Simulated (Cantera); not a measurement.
Charge: 1 mol PbO, 0.36 mol CH4, 0.15 mol N2, at 827 °C and 35.0 mbar.

Cantera equilibrium calculation (NASA polynomials, part measured and part estimated; ideal gas, pure solids and liquids). Candidate condensed phases: C, C6H6, C7H8, C8H18, H2O, Pb, PbO, PbO2, Pb3O4; 139 gas species. Rates play no part.

Base state: H2O 0.346, H2 0.237, CO2 0.172, N2 0.122, CO 0.119, Pb 0.00346 (mole fractions); condensed: Pb(l).

Q: What changes in the equilibrium state with this change: temperature from 827 °C to 2277 °C?

A: 
```json
[
 {"species": "Pb", "before": "0.00346", "after": "0.409"},
 {"species": "H2O", "before": "0.346", "after": "0.178"},
 {"species": "CO", "before": "0.119", "after": "0.118"},
 {"species": "H2", "before": "0.237", "after": "0.0928"},
 {"species": "OH", "before": "<1e-9", "after": "0.0213"},
 {"species": "H", "before": "6.73e-8", "after": "0.0508"},
 {"species": "PbO", "before": "5.34e-8", "after": "0.0171"},
 {"species": "CO2", "before": "0.172", "after": "0.0356"},
 {"species": "N2", "before": "0.122", "after": "0.0633"},
 {"species": "O", "before": "<1e-9", "after": "0.00762"},
 {"species": "O2", "before": "<1e-9", "after": "0.00596"},
 {"species": "Pb(l), mol", "before": "0.996", "after": "0"}
]
```
Gases not in the tables: (PbO)n polymers.

Q: What changes in the equilibrium state with this change: pressure from 35.0 mbar to 0.210 bar?

A: 
| species | before | after |
|---|---|---|
| H2O | 0.346 | 0.347 |
| H2 | 0.237 | 0.238 |
| CO2 | 0.172 | 0.173 |
| Pb | 0.00346 | 0.000577 |
| N2 | 0.122 | 0.122 |
| CO | 0.119 | 0.120 |
| Pb(l), mol | 0.996 | 0.999 |
